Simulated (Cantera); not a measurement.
Roasting and sulfation: FeS2 + O2 + N2

A closed system holds: 1 mol FeS2, 1.3 mol O2, 40 mol N2, held at 1002 °C and 0.0133 bar.

Equilibrium computed with Cantera from the NASA thermochemical tables; the gas is ideal and each condensed phase is pure. Candidate condensed phases: Fe, FeO, FeS, FeSO4, FeS2, Fe2O3, Fe2(SO4)3, Fe3O4, S; 19 gas species. Metal and sulfide melt together well below either melting point, which pure phases cannot show. Mutual solubility and eutectic melting of coexisting phases are not modelled. The tables' stoichiometric FeO is somewhat more stable than real wüstite, so its field is too wide. FeO, FeS: taken at fixed stoichiometry. Gases not in the tables: S3 to S7. Rates play no part.

```
Quantity                              Value
--------------------------------  ---------
x(N2)                                 0.967
x(SO2)                               0.0206
x(S2)                                0.0123
x(SO)                              0.000217
x(S2O)                              9.50e-5
x(S)                                1.82e-6
n(FeO(s))                         0.885 mol
n(FeS(s))                         0.115 mol
gas amount                        41.37 mol
log10 activity of Fe(γ) (absent)      -1.43
log10 activity of S(l) (absent)       -2.82
```
